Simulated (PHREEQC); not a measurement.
Solution (75 °C): 0.024 mol NaAlO2 per kg of water. It is in equilibrium with CO2 at log p = -1 (atm). Otherwise closed; pH follows from the charge balance.

Equilibrium calculation in PHREEQC: ion-association model, phreeqc.dat.

Precipitation was switched off in this run.

Question: Order these Al species by the share of Al that they hold, largest first: Al(OH)4-, Al(OH)3, Al(OH)2+.

Answer: Al(OH)4- (94 %), Al(OH)3 (5.0 %), Al(OH)2+ (1.2 %)

Question: Order these C species by the share of C that they hold, largest first: NaHCO3, HCO3-, CO2.

Answer: HCO3- (57 %), CO2 (43 %), NaHCO3 (0.44 %)

The pH is 6.38 and the ionic strength 0.0243 mol/kgw. The solution is supersaturated, for example in Al(OH)3(a), Gibbsite (slow to form), so a real one may precipitate; this is no full list. Species that the database lacks are ignored. At this temperature some constants are extrapolated from 25 °C, and those without enthalpy data are left unchanged.
